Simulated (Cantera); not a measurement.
Input (Python, Cantera):

```python
import numpy as np
import cantera as ct

gas = ct.Solution("gri30.yaml")
gas.TPX = 400, 100000, {'CO': 1, 'H2': 0.032, 'O2': 1.03, 'N2': 6.3}
inlet = ct.Reservoir(gas, clone=True)
gas.equilibrate("HP")  # start burning
reactor = ct.IdealGasConstPressureReactor(gas, energy="on", clone=False)
exhaust = ct.Reservoir(gas, clone=True)
tau = [0.11, 0.03, 0.0083, 0.0023, 0.00064, 0.00018, 5e-05, 1.4e-05, 3.9e-06][0]
for a, b in ((inlet, reactor), (reactor, exhaust)):
    ct.MassFlowController(a, b, mdot=lambda t: reactor.mass / tau)
net = ct.ReactorNet([reactor])
show = ['CO', 'H2', 'O2', 'N2O', 'H2O2']

rows = []
print(f"{'tau/s':>10s}{'T/K':>9s}" + "".join(f"{s:>11s}" for s in show))
for tau in [0.11, 0.03, 0.0083, 0.0023, 0.00064, 0.00018, 5e-05, 1.4e-05, 3.9e-06]:
    net.initial_time = 0.0
    net.advance(30 * tau)
    before = gas.X
    net.advance(40 * tau)
    drift = np.max(np.abs(gas.X - before) / (gas.X + 1e-9))
    rows.append([gas.T, *gas[show].X, drift])
    print(f"{tau:10.3e}{gas.T:9.1f}" + "".join(f"{x:11.3e}" for x in gas[show].X))
```

Result:

```
     tau/s      T/K         CO         H2         O2        N2O       H2O2
 1.100e-01   1438.9  2.907e-03  1.815e-05  6.657e-02  1.498e-06  6.157e-08
 3.000e-02   1403.4  7.049e-03  4.014e-05  6.825e-02  1.244e-06  1.179e-07
 8.300e-03   1292.9  2.083e-02  9.463e-05  7.444e-02  9.462e-07  2.387e-07
 2.300e-03    400.0  1.196e-01  3.827e-03  1.232e-01  2.813e-20  9.340e-19
 6.400e-04    400.0  1.196e-01  3.827e-03  1.232e-01  5.676e-22  1.885e-20
 1.800e-04    400.0  1.196e-01  3.827e-03  1.232e-01  3.313e-24  1.100e-22
 5.000e-05    400.0  1.196e-01  3.827e-03  1.232e-01  2.093e-25  6.950e-24
 1.400e-05    400.0  1.196e-01  3.827e-03  1.232e-01  1.322e-26  4.390e-25
 3.900e-06    400.0  1.196e-01  3.827e-03  1.232e-01  8.351e-28  2.773e-26
```

Detailed kinetics in Cantera: GRI-Mech 3.0 (53 species, 325 reactions).
